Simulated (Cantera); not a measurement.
A perfectly stirred reactor is fed with 14.7 % CO, 0.898 % H2, 4.27 % CH4, 16.8 % O2, 63.3 % N2, at 390000 Pa; it is adiabatic with a 423 K inlet, and is followed from long to short residence time, starting on the burning branch (τ in s: 0.023, 0.0086, 0.0033, 0.0012, 0.00047, 0.00018, 6.7e-05, 2.6e-05, 9.7e-06).

Detailed kinetics in Cantera: GRI-Mech 3.0 (53 species, 325 reactions).

One state of this run: T (K) = 1778; x CO = 0.0861; x H2 = 0.00718; x CH4 = 0.000635; x HO2 = 5.45e-5; x C2H = 5.01e-10. x: mole fraction; the columns are a selection and need not sum to one.

Task: Which value of τ (s) does it belong to?
(A) 0.00047
(B) 6.7e-5
(C) 9.7e-6
(D) 2.6e-5

Result: D, 2.6e-5
